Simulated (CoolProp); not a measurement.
Properties of CH2F2 (R32) at several states.

Model: reference Helmholtz-energy equation of state, Tillner-Roth 1997, in CoolProp.

```json
[
 {"T (K)": "430.7", "p (kPa)": "2360", "phase": "gas", "Z": "(withheld)", "cp (kJ/(kg K))": "1.155", "expansivity (1/kK)": "(withheld)", "viscosity (µPa s)": "19.2", "fugacity coefficient": "0.9268"},
 {"T (K)": "173.8", "p (kPa)": "110", "phase": "liquid", "Z": "0.002961", "cp (kJ/(kg K))": "(withheld)", "expansivity (1/kK)": "(withheld)", "viscosity (µPa s)": "(withheld)", "fugacity coefficient": "0.03666"},
 {"T (K)": "270.2", "p (kPa)": "33900", "phase": "liquid", "Z": "0.6825", "cp (kJ/(kg K))": "1.551", "expansivity (1/kK)": "2.076", "viscosity (µPa s)": "(withheld)", "fugacity coefficient": "0.03790"}
]
```

Complete the blanks.


- 430.7, Z: 0.9233
- 430.7, expansivity (1/kK): 3.089
- 173.8, cp (kJ/(kg K)): 1.560
- 173.8, expansivity (1/kK): 1.865
- 173.8, viscosity (µPa s): 677
- 270.2, viscosity (µPa s): 223

Viscosity comes from a separate model (Bell 2016), an estimate that may be off by 10 % or more.
